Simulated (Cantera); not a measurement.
**Premixed flame**

A freely propagating, adiabatic, planar premixed flame of 5.92 % CH4, 1.66 % C2H6, 16.0 % O2, 76.4 % N2, equivalence ratio 1.1, unburnt at 700 K and 0.790 bar; mixture-averaged transport, grid criteria slope 0.08 and curve 0.16, no radiation.

Detailed kinetics in Cantera: GRI-Mech 3.0 (53 species, 325 reactions). Burning velocities carry a grid error of a few per cent, more on coarse grids.

| z (mm) | T (K) | u (m/s) | x CH4 | x C2H6 | x O2 | x C2H | x HCO | x CH3 |
|---|---|---|---|---|---|---|---|---|
| -1.34 | 700 | 1.38 | 0.0591 | 0.0166 | 0.160 | <1e-8 | <1e-8 | 2.07e-8 |
| -0.892 | 702 | 1.39 | 0.0589 | 0.0165 | 0.159 | <1e-8 | <1e-8 | 2.20e-7 |
| -0.669 | 709 | 1.40 | 0.0584 | 0.0165 | 0.158 | <1e-8 | <1e-8 | 1.08e-6 |
| -0.446 | 757 | 1.51 | 0.0559 | 0.0160 | 0.154 | <1e-8 | <1e-8 | 1.40e-5 |
| -0.223 | 1070 | 2.17 | 0.0419 | 0.0116 | 0.127 | <1e-8 | 1.02e-6 | 0.000564 |
| -0.112 | 1428 | 2.94 | 0.0247 | 0.00470 | 0.0917 | 2.65e-8 | 1.97e-5 | 0.00256 |
| 0 | 1769 | 3.68 | 0.00682 | 0.000278 | 0.0500 | 8.27e-7 | 6.38e-5 | 0.00238 |
| 0.112 | 1916 | 3.99 | 0.000648 | 1.21e-6 | 0.0251 | 6.52e-7 | 2.33e-5 | 0.000349 |
| 0.223 | 1954 | 4.06 | 3.08e-5 | <1e-8 | 0.0158 | 4.79e-8 | 1.78e-6 | 1.86e-5 |
| 0.446 | 1987 | 4.11 | 5.53e-8 | <1e-8 | 0.0112 | <1e-8 | 7.48e-8 | 3.68e-8 |
| 0.892 | 2029 | 4.18 | <1e-8 | <1e-8 | 0.00919 | <1e-8 | 5.43e-8 | <1e-8 |
| 1.78 | 2082 | 4.27 | <1e-8 | <1e-8 | 0.00747 | <1e-8 | 3.85e-8 | <1e-8 |
| 3.57 | 2141 | 4.37 | <1e-8 | <1e-8 | 0.00551 | <1e-8 | 2.42e-8 | <1e-8 |
x: mole fraction of selected species; z is measured from the peak of heat release.

| Quantity | Value |
|---|---|
| laminar burning velocity | 138 cm/s |
| thermal thickness | 0.446 mm |
| peak x(C2H) | 1.14e-6 |
| peak x(HCO) | 6.38e-5 |
| peak x(CH3) | 0.00319 |
| grid points | 153 |
